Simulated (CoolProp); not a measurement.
Vapour-liquid equilibrium of dimethyl ether (1) + n-pentane (2) at 265.9 K; x and y are mole fractions of (1).

Values from CoolProp's multi-fluid Helmholtz-energy mixture model, Wu 2011 and Thol 2019; pair parameters Bell 2016.

```csv
x,"bubble pressure, mixture model (bar)","bubble pressure, Raoult's law (bar)","y, mixture model","y, Raoult's law"
0.05,0.2359,0.2679,___,0.383
0.15,0.4306,0.4557,0.663,0.676
0.25,0.6946,0.6435,0.821,0.797
0.35,___,0.8314,0.891,0.864
0.45,___,1.019,0.927,0.906
0.55,___,1.207,0.946,0.935
0.65,1.595,1.395,0.958,0.956
0.75,___,1.583,0.968,0.973
0.85,1.837,1.771,___,0.985
0.95,___,1.958,0.991,0.996
```

Task: What belongs in the gaps?

Result: 
- 0.05, y, mixture model: 0.299
- 0.35, bubble pressure, mixture model (bar): 0.9776
- 0.45, bubble pressure, mixture model (bar): 1.233
- 0.55, bubble pressure, mixture model (bar): 1.439
- 0.75, bubble pressure, mixture model (bar): 1.720
- 0.85, y, mixture model: 0.978
- 0.95, bubble pressure, mixture model (bar): 1.972

The largest gap from Raoult's law is +21.0 % in bubble pressure, at x = 0.45. No azeotrope shows between x = 0.05 and 0.95.

The pair parameters rest on a limited set of measurements; away from them the model extrapolates. The gap from Raoult's law changes sign with composition, which may be real or a fault of the pair parameters; it wasn't checked against measurements.
